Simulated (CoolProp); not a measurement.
Vapour-liquid equilibrium of carbon dioxide (1) + R125 (2) at -19.85 °C; x and y are mole fractions of (1).

The numbers come from the multi-fluid Helmholtz-energy mixture model, Span 1996 and Lemmon 2005; pair parameters Bell 2016 in CoolProp.

```json
[
 {"x": "0.05", "bubble pressure, mixture model (MPa)": "0.4364", "bubble pressure, Raoult's law (MPa)": "0.4212", "y, mixture model": "0.240", "y, Raoult's law": "0.235"},
 {"x": "0.15", "bubble pressure, mixture model (MPa)": "0.6290", "bubble pressure, Raoult's law (MPa)": "0.5852", "y, mixture model": "0.503", "y, Raoult's law": "0.507"},
 {"x": "0.25", "bubble pressure, mixture model (MPa)": "0.8134", "bubble pressure, Raoult's law (MPa)": "0.7491", "y, mixture model": "0.643", "y, Raoult's law": "0.660"},
 {"x": "0.35", "bubble pressure, mixture model (MPa)": "0.9863", "bubble pressure, Raoult's law (MPa)": "0.9131", "y, mixture model": "0.729", "y, Raoult's law": "0.759"},
 {"x": "0.45", "bubble pressure, mixture model (MPa)": "1.148", "bubble pressure, Raoult's law (MPa)": "1.077", "y, mixture model": "0.790", "y, Raoult's law": "0.827"},
 {"x": "0.55", "bubble pressure, mixture model (MPa)": "1.300", "bubble pressure, Raoult's law (MPa)": "1.241", "y, mixture model": "0.837", "y, Raoult's law": "0.877"},
 {"x": "0.65", "bubble pressure, mixture model (MPa)": "1.447", "bubble pressure, Raoult's law (MPa)": "1.405", "y, mixture model": "0.876", "y, Raoult's law": "0.915"},
 {"x": "0.75", "bubble pressure, mixture model (MPa)": "1.593", "bubble pressure, Raoult's law (MPa)": "1.569", "y, mixture model": "0.912", "y, Raoult's law": "0.946"},
 {"x": "0.85", "bubble pressure, mixture model (MPa)": "1.742", "bubble pressure, Raoult's law (MPa)": "1.733", "y, mixture model": "0.946", "y, Raoult's law": "0.971"},
 {"x": "0.95", "bubble pressure, mixture model (MPa)": "1.898", "bubble pressure, Raoult's law (MPa)": "1.897", "y, mixture model": "0.982", "y, Raoult's law": "0.991"}
]
```

The largest gap from Raoult's law is +8.6 % in bubble pressure, at x = 0.25. No azeotrope shows between x = 0.05 and 0.95.

Pair parameters are fitted to limited data, so mixtures are less certain than the pure fluids.
